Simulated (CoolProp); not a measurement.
The fluid at 471.87 K and 0.265 MPa is throttled through a valve to 0.106 MPa with no heat exchange. The same conditions are run with several fluids, on thermodynamics alone (safety and materials aside).

The numbers come from the reference Helmholtz-energy equation of state of each fluid (R11: Jacobsen 1992; R1336mzz(Z): McLinden 2020; cyclopentane: Gedanitz 2015; R22: Kamei 1995; nitrous oxide: Lemmon 2006) in CoolProp.

```csv
fluid,temperature change (K),final density (kg/m³)
R11,-1.7,3.76
R1336mzz(Z),-1.3,4.49
cyclopentane,-1.4,1.92
R22,-1.0,2.35
nitrous oxide,-0.6,1.19
```
